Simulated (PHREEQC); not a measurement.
Model water analysis in mg/kgw, 25 °C, pH 6.25, pe 8.7:

```csv
constituent,mg/kgw
Na,2760
K,438
Ca,1280
Mg,268
Cl,7430
S(6) as SO4,559
Alkalinity as HCO3,0.366
F,5.7
N(5) as NO3,83.3
Zn,1.75
```

Valence states are taken as typed.

All values are PHREEQC results (ion-association model, phreeqc.dat), not measurements.

This is a speciation only: nothing precipitates in the calculation.

Problem. What activity of water, specific conductance, density does the model give?

Solution. activity of water 0.993; specific conductance 20700 µS/cm; density 1.007 g/cm³.

Problem. In which forms is F present?

Solution. F- 80 %, MgF+ 17 %, NaF 2.6 % of the F.

Saturation is exceeded, for instance for Fluorite; the values hold only as long as no solid forms. Species that the database lacks are ignored.
